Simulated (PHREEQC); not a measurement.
Model water analysis in mg/L, 20 °C, pH 2.28, pe 9.6:

| constituent | mg/L |
|---|---|
| Na | 4.18 |
| K | 46 |
| Ca | 62.1 |
| Mg | 12.6 |
| Cl | 53.9 |
| S(6) as SO4 | 697 |
| N(5) as NO3 | 1.53 |

Valence states are taken as typed.

Equilibrium calculation in PHREEQC: ion-association model, phreeqc.dat.

Each row changes one thing in this solution. This is a speciation only: nothing precipitates in the calculation.

```json
[
 {"case": "as made", "ionic strength (mol/kgw)": "0.0185", "SO4-2 (mol/kgw)": "0.00512", "HSO4- (mol/kgw)": "0.00160", "Ca+2 (mol/kgw)": "0.00117", "Mg+2 (mol/kgw)": "0.000376", "CaSO4 (mol/kgw)": "0.000365", "SI of Gypsum (CaSO4:2H2O)": "-1.09", "SI of Sylvite (KCl)": "-6.75"},
 {"case": "Cl from 53.9 to 108 mg/L", "ionic strength (mol/kgw)": "0.0193", "SO4-2 (mol/kgw)": "0.00513", "HSO4- (mol/kgw)": "0.00159", "Ca+2 (mol/kgw)": "0.00118", "Mg+2 (mol/kgw)": "0.000378", "CaSO4 (mol/kgw)": "0.000360", "SI of Gypsum (CaSO4:2H2O)": "-1.09", "SI of Sylvite (KCl)": "-6.45"},
 {"case": "Ca from 62.1 to 186 mg/L", "ionic strength (mol/kgw)": "0.0226", "SO4-2 (mol/kgw)": "0.00470", "HSO4- (mol/kgw)": "0.00142", "Ca+2 (mol/kgw)": "0.00365", "Mg+2 (mol/kgw)": "0.000393", "CaSO4 (mol/kgw)": "0.000957", "SI of Gypsum (CaSO4:2H2O)": "-0.67", "SI of Sylvite (KCl)": "-6.76"},
 {"case": "all concentrations times 2 at the same typed pH", "ionic strength (mol/kgw)": "0.0332", "SO4-2 (mol/kgw)": "0.0101", "HSO4- (mol/kgw)": "0.00286", "Ca+2 (mol/kgw)": "0.00208", "Mg+2 (mol/kgw)": "0.000659", "CaSO4 (mol/kgw)": "0.000981", "SI of Gypsum (CaSO4:2H2O)": "-0.66", "SI of Sylvite (KCl)": "-6.18"},
 {"case": "temperature from 20 to 40 °C at the same typed pH", "ionic strength (mol/kgw)": "0.0175", "SO4-2 (mol/kgw)": "0.00448", "HSO4- (mol/kgw)": "0.00219", "Ca+2 (mol/kgw)": "0.00117", "Mg+2 (mol/kgw)": "0.000337", "CaSO4 (mol/kgw)": "0.000364", "SI of Gypsum (CaSO4:2H2O)": "-1.14", "SI of Sylvite (KCl)": "-6.85"}
]
```

Species that the database lacks are ignored. Away from 25 °C the constants follow the database's enthalpies or fits; those with neither stay at their 25 °C values.
